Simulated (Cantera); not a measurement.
Input (Python, Cantera):

```python
import numpy as np
import cantera as ct

surf = ct.Interface("ptcombust.yaml", "Pt_surf")
gas = surf.adjacent["gas"]
gas.TPX = 300, 5600, {'CH4': 0.055, 'O2': 0.15, 'N2': 0.79}
jet = ct.ImpingingJet(gas=gas, width=0.046, surface=surf)
jet.inlet.mdot, jet.inlet.T, jet.inlet.X = 0.073, 300, {'CH4': 0.055, 'O2': 0.15, 'N2': 0.79}
jet.set_refine_criteria(ratio=10, slope=0.2, curve=0.3)
show, cover = ['CH4', 'O2', 'H2O', 'OH', 'CO', 'CO2'], ["PT(S)", "H(S)", "O(S)", "OH(S)", "CO(S)", "C(S)"]

rows = []
print(f"{'Ts/K':>7s}" + "".join(f"{s:>11s}" for s in show + cover) + "   (gas at the wall, coverages)")
for i, Ts in enumerate([850, 900, 950, 1000, 1050, 1100, 1150]):
    jet.surface.T = Ts
    if i == 0:
        surf.TP = Ts, 5600
        surf.coverages = "PT(S):0.5, O(S):0.5"
        surf.advance_coverages(1.0)
        jet.set_initial_guess(products="inlet")
    jet.solve(loglevel=0, auto=(i == 0))
    rows.append([*(jet.X[gas.species_index(s), -1] for s in show), *surf[cover].coverages])
    print(f"{Ts:7g}" + "".join(f"{x:11.3e}" for x in rows[-1]))
```

Output:

```
   Ts/K        CH4         O2        H2O         OH         CO        CO2      PT(S)       H(S)       O(S)      OH(S)      CO(S)       C(S)   (gas at the wall, coverages)
    850  4.782e-02  1.347e-01  1.409e-02  9.313e-09  1.332e-05  9.195e-03  1.548e-01  2.216e-08  8.443e-01  8.521e-04  1.708e-05  4.365e-08
    900  4.086e-02  1.197e-01  2.712e-02  3.951e-08  1.650e-05  1.777e-02  2.240e-01  7.679e-08  7.749e-01  1.085e-03  1.585e-05  5.640e-08
    950  3.301e-02  1.030e-01  4.171e-02  1.277e-07  1.879e-05  2.743e-02  3.010e-01  2.081e-07  6.978e-01  1.207e-03  1.304e-05  6.244e-08
   1000  2.600e-02  8.807e-02  5.464e-02  3.589e-07  2.048e-05  3.605e-02  3.811e-01  4.674e-07  6.177e-01  1.216e-03  1.001e-05  6.258e-08
   1050  2.055e-02  7.657e-02  6.458e-02  8.821e-07  2.212e-05  4.271e-02  4.601e-01  9.132e-07  5.388e-01  1.148e-03  7.486e-06  5.960e-08
   1100  1.661e-02  6.829e-02  7.170e-02  1.938e-06  2.420e-05  4.750e-02  5.351e-01  1.611e-06  4.639e-01  1.039e-03  5.625e-06  5.578e-08
   1150  1.379e-02  6.244e-02  7.671e-02  3.892e-06  2.705e-05  5.088e-02  6.048e-01  2.643e-06  3.942e-01  9.153e-04  4.323e-06  5.239e-08
```

Cantera simulation using Deutschmann's 1995 Pt surface mechanism with GRI-Mech 3.0 gas chemistry; the numbers are that mechanism's predictions, not measurements. Catalytic surfaces can have several steady states; this one follows from the mechanism file's or the stated starting coverage.
